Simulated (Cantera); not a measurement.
# Ignition delay

Mixture: CH₃OH : O₂ : N₂ = 1 : 2.38 : 8.95 (molar parts), equivalence ratio 0.63, at 101000 Pa, adiabatic and at constant pressure. Ignition delay is the time to a rise of 400 K.

Model: GRI-Mech 3.0 (53 species, 325 reactions), integrated in Cantera. GRI-Mech 3.0 was tuned for natural gas; its chemistry of methanol as a main component is partial and can be far from experiment.

| T0 (K) | delay (ms) |
|---|---|
| 1075 | 105 |
| 1150 | 24.7 |
| 1225 | 7.05 |
| 1300 | 2.38 |
| 1375 | 0.938 |
| 1450 | 0.421 |
| 1525 | 0.212 |
| 1600 | 0.116 |
| 1675 | 0.0685 |
| 1750 | 0.0426 |

- apparent activation energy between 1600 and 1750 K: 160 kJ/mol
